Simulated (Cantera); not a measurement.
# Equilibrium for silicates and aluminates: SiO2 + Al2O3 + H2

Charge: 1 mol SiO2, 0.52 mol Al2O3, a varied amount of H2, equilibrated at 1923 K and 20.0 Pa.

Equilibrium computed with Cantera from the NASA thermochemical tables; the gas is ideal and each condensed phase is pure. Candidate condensed phases: Al, Al2O3, Al2SiO5, Al6Si2O13, H2O, Si, SiO2; 28 gas species. Mutual solubility and eutectic melting of coexisting phases are not modelled. The tables' values for SiO2, AlOH are old estimates; treat these amounts as uncertain. The tables hold silica as quartz up to 1696 K and as liquid above; real silica turns to tridymite and cristobalite and melts near 1996 K. Condensed phases not in the tables: alloys, solid solutions and most ternary compounds. Kinetics and transport are ignored.

| n(H2) (mol) | x H2 | x SiO | x H2O | x H | x OH | x SiO2 | x O | x O2 | n Al6Si2O13(mullite) | n SiO2(condensed) | n Al2O3(s) |
|---|---|---|---|---|---|---|---|---|---|---|---|
| 0.42 | 0.498 | 0.227 | 0.225 | 0.0470 | 0.00183 | 0.000320 | 0.000129 | 2.54e-5 | 0.173 | 0.525 | 0 |
| 1 | 0.498 | 0.227 | 0.225 | 0.0470 | 0.00183 | 0.000320 | 0.000129 | 2.54e-5 | 0.173 | 0.349 | 0 |
| 2.5 | 0.547 | 0.202 | 0.200 | 0.0493 | 0.00155 | 0.000230 | 0.000104 | 1.66e-5 | 0.173 | 0 | 0 |
| 6 | 0.668 | 0.139 | 0.138 | 0.0544 | 0.000967 | 8.92e-5 | 5.88e-5 | 5.28e-6 | 0 | 0 | 0.520 |
| 15 | 0.819 | 0.0606 | 0.0602 | 0.0603 | 0.000381 | 1.39e-5 | 2.10e-5 | 6.71e-7 | 0 | 0 | 0.520 |
| 36 | 0.885 | 0.0262 | 0.0260 | 0.0627 | 0.000159 | 2.40e-6 | 8.38e-6 | 1.07e-7 | 0 | 0 | 0.520 |
| 87 | 0.914 | 0.0110 | 0.0110 | 0.0637 | 6.58e-5 | 4.11e-7 | 3.42e-6 | 1.79e-8 | 0 | 0 | 0.518 |
x: gas mole fraction; n: condensed amount in mol.

From 0.42 mol H2 to 1 mol H2 the condensed part is Al6Si2O13(mullite) + SiO2(condensed). At 2.5 mol H2 the condensed part is Al6Si2O13(mullite). From 6 mol H2 to 87 mol H2 the condensed part is Al2O3(s). The main Si-bearing gas is SiO throughout.
